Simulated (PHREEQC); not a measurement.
1 kg of water holding 0.008 mol KCl and 0.013 mol K2CO3 is evaporated at 30 °C; the solids stay in contact with the brine. CO2 from the air is kept out. The run lets Kalicinite, Sylvite precipitate or redissolve, and no other solid.

Model: Pitzer model, pitzer.dat, run in PHREEQC.

**Question.** Predict ionic strength at water left (kg) = 0.07811, 0.04337.

**Answer.** 
```
water left (kg)  ionic strength
---------------  --------------
0.07811                   0.597
0.04337                    1.08
```

Species that the database lacks are ignored.
